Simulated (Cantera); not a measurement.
A perfectly stirred reactor is fed with CO : O2 : H2O : N2 = 0.0058 : 0.021 : 0.0072 : 1 (molar parts), equivalence ratio 0.14, at 1.00 bar; it is held at 1475 K, and followed from long to short residence time.

Model: GRI-Mech 3.0 (53 species, 325 reactions), integrated in Cantera.

Question: What does this change do: 0.082 parts H2 added?

Answer: 
```tsv
quantity	before	after
x(CO) at τ = 0.970 s	4.24e-5	0.00364
x(O2) at τ = 0.970 s	0.0176	8.75e-6
x(H2O) at τ = 0.970 s	0.00695	0.0432
x(HO2) at τ = 0.970 s	1.75e-7	3.39e-9
x(NO) at τ = 0.970 s	1.75e-6	1.30e-7
x(CO) at τ = 67.0 ms	0.000253	0.00366
x(O2) at τ = 67.0 ms	0.0176	3.49e-5
x(H2O) at τ = 67.0 ms	0.00690	0.0431
x(HO2) at τ = 67.0 ms	7.47e-7	1.38e-8
x(NO) at τ = 67.0 ms	1.21e-6	4.53e-7
```
The temperature is held fixed by assumption; the heat of reaction is taken as removed at once.

Question: What does this change do: CO 0.0058 to 0.0013 parts?

Answer: 
| quantity | before | after |
|---|---|---|
| x(CO) at τ = 0.970 s | 4.24e-5 | 1.36e-5 |
| x(O2) at τ = 0.970 s | 0.0176 | 0.0198 |
| x(H2O) at τ = 0.970 s | 0.00695 | 0.00698 |
| x(HO2) at τ = 0.970 s | 1.75e-7 | 6.93e-8 |
| x(NO) at τ = 0.970 s | 1.75e-6 | 3.41e-7 |
| x(CO) at τ = 67.0 ms | 0.000253 | 8.30e-5 |
| x(O2) at τ = 67.0 ms | 0.0176 | 0.0198 |
| x(H2O) at τ = 67.0 ms | 0.00690 | 0.00695 |
| x(HO2) at τ = 67.0 ms | 7.47e-7 | 3.31e-7 |
| x(NO) at τ = 67.0 ms | 1.21e-6 | 2.78e-7 |
